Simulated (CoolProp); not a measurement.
A simple Rankine cycle with cyclopropane: condensing at 292.15 K, boiler at 2.92 MPa, turbine inlet 375.8 K, turbine efficiency 0.65, pump efficiency 0.7, no recuperator. Each further row changes one setting.

Model: reference Helmholtz-energy equation of state, Polt 1992, in CoolProp. This equation is an older, rougher fit; its heat capacities, sound speeds and derivatives of the liquid may be far off and weren't checked against measurements.

```tsv
case	thermal efficiency (%)	net work (kJ/kg)	heat in (kJ/kg)	turbine exit temperature (K)	volume ratio over the turbine
as stated	10.0	49.0	488	309.7	4.87
turbine inlet 395.8 K	10.4	55.7	536	335.3	4.77
condensing temperature 284.15 K	11.1	56.4	507	301.7	6.08
boiler pressure 2.04 MPa	8.4	43.2	515	330.4	3.27
turbine efficiency 0.55	8.3	40.6	488	314.9	4.98
```
